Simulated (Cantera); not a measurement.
A Cantera script and what it prints.

```python
import numpy as np
import cantera as ct

gas_names = """
    C CN CO CO2 C2 CCN CNC C2N2 C2O C3 C3O2 C4 C4N2 C5 Cu CuO Cu2 N NCO NO NO2 NO3 N2 N2O O O2 O3
""".split()
cond_names = """
    C(gr) Cu(cr) Cu(L) CuO(s) Cu2O(s) Cu2O(L)
""".split()


# ... load() reads the species with a 1 bar reference pressure and builds the phases ...
atoms = {
    'CuO': {'Cu': 1, 'O': 1},
    'CO': {'C': 1, 'O': 1},
    'N2': {'N': 2},
}
top_T = {'C(gr)': 4500, 'CuO(s)': 1390}  # K; cautious upper limits of use, not melting points


# ... equilibrate(T, P, feed) seeds the gas with the atoms and calls Mixture.equilibrate('TP', solver="vcs", rtol=1e-11, max_steps=5000) ...
results = []
feed = {'CuO': 1, 'CO': 0.89, 'N2': 2.8}  # mol
P = 38000  # Pa
for T in [1225, 1325, 1425, 1525, 1625, 1725, 1825, 1925, 2025, 2125, 2225, 2325, 2425]:
    mix = equilibrate(T, P, feed)
    results.append((T, P, feed, dict(zip(mix.species_names, mix.species_moles))))
    x = sorted(zip(gas.X, gas.species_names), reverse=True)
    print(f"T = {T:g} K  P = {P:g} Pa  gas = {mix.phase_moles(0):.4g} mol")
    print("   x: " + "  ".join(f"{s} {v:.3e}" for v, s in x if v > 0.0001))
    print("   condensed (mol): " + ("  ".join(f"{mix.phase(i).name} {mix.phase_moles(i):.4g}"
          for i in range(1, mix.n_phases) if mix.phase_moles(i) > 1e-12) or "none"))
```

It prints:

```
T = 1225 K  P = 38000 Pa  gas = 3.69 mol
   x: N2 7.588e-01  CO2 2.412e-01
   condensed (mol): Cu(cr) 0.7799  Cu2O(s) 0.1101
T = 1325 K  P = 38000 Pa  gas = 3.69 mol
   x: N2 7.588e-01  CO2 2.411e-01
   condensed (mol): Cu(cr) 0.7798  Cu2O(s) 0.1101
T = 1425 K  P = 38000 Pa  gas = 3.69 mol
   x: N2 7.588e-01  CO2 2.411e-01
   condensed (mol): Cu(L) 0.7803  Cu2O(s) 0.1099
T = 1525 K  P = 38000 Pa  gas = 3.692 mol
   x: N2 7.584e-01  CO2 2.409e-01  O2 4.090e-04  CO 1.368e-04
   condensed (mol): Cu(L) 0.7854  Cu2O(L) 0.1073
T = 1625 K  P = 38000 Pa  gas = 3.696 mol
   x: N2 7.575e-01  CO2 2.405e-01  O2 1.365e-03  CO 2.909e-04  NO 1.701e-04  Cu 1.504e-04
   condensed (mol): Cu(L) 0.7987  Cu2O(L) 0.1003
T = 1725 K  P = 38000 Pa  gas = 3.707 mol
   x: N2 7.550e-01  CO2 2.395e-01  O2 3.910e-03  Cu 5.758e-04  CO 5.682e-04  NO 4.256e-04
   condensed (mol): Cu(L) 0.8348  Cu2O(L) 0.0815
T = 1825 K  P = 38000 Pa  gas = 3.736 mol
   x: N2 7.490e-01  CO2 2.372e-01  O2 9.859e-03  Cu 1.895e-03  CO 1.029e-03  NO 9.547e-04
   condensed (mol): Cu(L) 0.9199  Cu2O(L) 0.03647
T = 1925 K  P = 38000 Pa  gas = 3.77 mol
   x: N2 7.419e-01  CO2 2.339e-01  O2 1.481e-02  Cu 5.486e-03  CO 2.150e-03  NO 1.593e-03
   condensed (mol): Cu(L) 0.979
T = 2025 K  P = 38000 Pa  gas = 3.809 mol
   x: N2 7.340e-01  CO2 2.288e-01  O2 1.563e-02  Cu 1.425e-02  CO 4.825e-03  NO 2.158e-03  O 1.640e-04  CuO 1.147e-04
   condensed (mol): Cu(L) 0.9448
T = 2125 K  P = 38000 Pa  gas = 3.897 mol
   x: N2 7.170e-01  CO2 2.188e-01  Cu 3.374e-02  O2 1.715e-02  CO 9.569e-03  NO 2.885e-03  O 3.508e-04  CuO 2.597e-04  Cu2 2.075e-04
   condensed (mol): Cu(L) 0.8659
T = 2225 K  P = 38000 Pa  gas = 4.085 mol
   x: N2 6.835e-01  CO2 2.011e-01  Cu 7.371e-02  O2 1.932e-02  CO 1.676e-02  NO 3.773e-03  O 7.135e-04  Cu2 6.006e-04  CuO 5.545e-04
   condensed (mol): Cu(L) 0.6917
T = 2325 K  P = 38000 Pa  gas = 4.49 mol
   x: N2 6.213e-01  CO2 1.724e-01  Cu 1.502e-01  CO 2.585e-02  O2 2.159e-02  NO 4.702e-03  Cu2 1.577e-03  O 1.367e-03  CuO 1.106e-03
   condensed (mol): Cu(L) 0.3065
T = 2425 K  P = 38000 Pa  gas = 4.828 mol
   x: N2 5.770e-01  Cu 2.019e-01  CO2 1.473e-01  CO 3.703e-02  O2 2.493e-02  NO 5.918e-03  O 2.536e-03  Cu2 1.869e-03  CuO 1.489e-03
   condensed (mol): none
```

Cantera equilibrium calculation (NASA polynomials, part measured and part estimated; ideal gas, pure solids and liquids). Each liquid is taken as pure. Mutual solubility and eutectic melting of coexisting phases are not modelled.
